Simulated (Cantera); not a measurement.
Charge: 1 mol CuO, 0.66 mol C, 0.41 mol H2, at 1873 K and 5.80 bar.

Cantera equilibrium calculation (NASA polynomials, part measured and part estimated; ideal gas, pure solids and liquids). Candidate condensed phases: C, C6H6, C7H8, C8H18, Cu, CuO, Cu(OH)2, Cu2O, H2O; 113 gas species. The numbers say what is thermodynamically allowed, not how fast it happens.

Base state: CO 0.493, H2O 0.194, H2 0.189, CO2 0.123, Cu 0.000210, H 0.000116 (mole fractions); condensed: Cu(l).

What changes in the equilibrium state with this change: temperature from 1873 K to 1025 K?


```json
[
 {"species": "CO", "before": "0.493", "after": "0.358"},
 {"species": "CO2", "before": "0.123", "after": "0.256"},
 {"species": "H2", "before": "0.189", "after": "0.234"},
 {"species": "H2O", "before": "0.194", "after": "0.129"},
 {"species": "CH4", "before": "7.07e-8", "after": "0.0233"},
 {"species": "Cu", "before": "0.000210", "after": "<1e-9"},
 {"species": "H", "before": "0.000116", "after": "<1e-9"},
 {"species": "Cu(l), mol", "before": "1.000", "after": "0"},
 {"species": "C(graphite), mol", "before": "0", "after": "0.0219"},
 {"species": "Cu(s), mol", "before": "0", "after": "1.00"}
]
```

What changes in the equilibrium state with this change: pressure from 5.80 bar to 4.00 mbar?


```json
[
 {"species": "CO", "before": "0.493", "after": "0.341"},
 {"species": "Cu", "before": "0.000210", "after": "0.304"},
 {"species": "H2O", "before": "0.194", "after": "0.134"},
 {"species": "H2", "before": "0.189", "after": "0.130"},
 {"species": "CO2", "before": "0.123", "after": "0.0859"},
 {"species": "Cu2", "before": "5.44e-7", "after": "0.000789"},
 {"species": "OH", "before": "9.30e-6", "after": "0.000295"},
 {"species": "Cu(l), mol", "before": "1.000", "after": "0.528"}
]
```

What changes in the equilibrium state with this change: CuO replaced by PbO?


```
species       before     after
----------  --------  --------
CO             0.493     0.456
H2O            0.194     0.180
H2             0.189     0.175
Pb                 0    0.0743
CO2            0.123     0.114
Cu          0.000210         0
PbO                0  0.000210
Pb2                0  0.000202
H           0.000116  0.000112
Cu(l), mol     1.000         0
Pb(l), mol         0     0.913
```
Gases not in the tables: (PbO)n polymers. Further candidate phases: Pb, PbO, PbO2, Pb3O4.
